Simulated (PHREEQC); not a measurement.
HF is added in steps, without added water, to 1 kg of water holding 0.0049 mol NaH2PO4, 0.039 mol Na2SO4 and 0.0061 mol NaCl, at 25 °C. Oxygen alone is held at its pressure in air (log pO2 = -0.68). CO2 from the air is kept out. Only these solids could form: Halite.

Base run: PHREEQC, ion-association model, phreeqc.dat. Each further column changes one thing. The table gives H3PO4 (mol/kgw).

```csv
HF added (mol),base,Debye-Hückel limiting law,database wateq4f.dat,Davies equation for every ion,metal-ligand complexes left out
0,7.88e-6,8.88e-6,[?],7.70e-6,7.46e-6
0.0225,0.000978,0.000932,[?],0.000950,0.000942
0.045,0.00137,0.00131,[?],0.00133,0.00133
0.0675,0.00164,[?],0.00153,0.00160,0.00160
0.07875,0.00176,0.00168,0.00162,0.00172,0.00171
0.1013,0.00196,0.00187,0.00177,0.00192,0.00191
0.1237,0.00213,[?],0.00190,0.00208,0.00208
0.1462,0.00228,0.00217,[?],0.00223,0.00223
0.1688,0.00241,0.00230,0.00210,0.00236,0.00236
0.1913,0.00252,0.00241,0.00218,0.00248,0.00248
0.2025,0.00258,0.00246,0.00222,0.00253,0.00253
0.225,0.00268,0.00256,0.00229,0.00263,0.00264
0.2475,0.00277,0.00265,0.00235,0.00273,0.00273
0.27,0.00286,0.00273,0.00241,0.00281,0.00282
```

### Question
Complete the blanks.

### Answer

- 0, database wateq4f.dat: 7.86e-6
- 0.0225, database wateq4f.dat: 0.000951
- 0.045, database wateq4f.dat: 0.00130
- 0.0675, Debye-Hückel limiting law: 0.00157
- 0.1237, Debye-Hückel limiting law: 0.00203
- 0.1462, database wateq4f.dat: 0.00201

 wateq4f.dat counts part of the HF as a dimer, H2F2, which phreeqc.dat doesn't know; its constant is uncertain. H3PO4, which wateq4f.dat lacks, is added to it with the constant of phreeqc.dat. phreeqc.dat and wateq4f.dat share most of their constants, so their agreement is no independent check. Solids allowed in the column 'database wateq4f.dat': Halite, Mirabilite.
